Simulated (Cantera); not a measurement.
An isothermal, constant-pressure homogeneous reactor starts with H2 : O2 : N2 = 1.7 : 1 : 3.8 (molar parts), equivalence ratio 0.85, at 1150 K and 0.444 atm.

Model: the H2/O2 subset of GRI-Mech 3.0, which has no nitrogen chemistry, integrated in Cantera. The temperature is held fixed by assumption; the heat of reaction is taken as removed at once.

x: mole fraction; the columns are a selection and need not sum to one.

```tsv
t (s)	x H2	x O2	x H	x OH	x H2O2	x HO2
0.000100	0.258	0.152	0.00181	___	3.84e-7	3.44e-5
0.000282	0.0138	0.0339	0.00940	___	5.45e-6	2.76e-5
0.000795	0.00211	0.0274	0.000303	___	3.72e-6	1.76e-5
0.00224	0.000362	0.0267	1.53e-5	___	1.31e-6	7.42e-6
0.00631	5.50e-5	0.0266	9.56e-7	___	3.49e-7	1.67e-6
0.0178	6.34e-6	0.0265	5.80e-8	___	9.29e-8	2.49e-7
0.0502	7.72e-7	0.0265	4.74e-9	___	2.67e-8	4.30e-8
0.141	1.73e-7	0.0265	6.87e-10	___	8.62e-9	1.17e-8
0.399	5.46e-8	0.0265	1.34e-10	___	3.02e-9	4.35e-9
1.12	2.14e-8	0.0265	3.33e-11	___	1.16e-9	2.48e-9
3.17	1.29e-8	0.0265	1.45e-11	___	5.87e-10	2.24e-9
8.93	1.19e-8	0.0265	1.22e-11	1.87e-6	4.95e-10	2.26e-9
25.2	1.19e-8	0.0265	1.22e-11	1.87e-6	4.94e-10	2.26e-9
71.0	1.19e-8	0.0265	1.22e-11	1.87e-6	4.94e-10	2.26e-9
200	1.19e-8	0.0265	1.22e-11	1.87e-6	4.94e-10	2.26e-9
```

Question: Complete the blanks.

Answer: 
- 0.000100, x OH: 0.000136
- 0.000282, x OH: 0.00208
- 0.000795, x OH: 0.000503
- 0.00224, x OH: 0.000159
- 0.00631, x OH: 6.42e-5
- 0.0178, x OH: 2.95e-5
- 0.0502, x OH: 1.48e-5
- 0.141, x OH: 8.15e-6
- 0.399, x OH: 4.73e-6
- 1.12, x OH: 2.89e-6
- 3.17, x OH: 2.04e-6
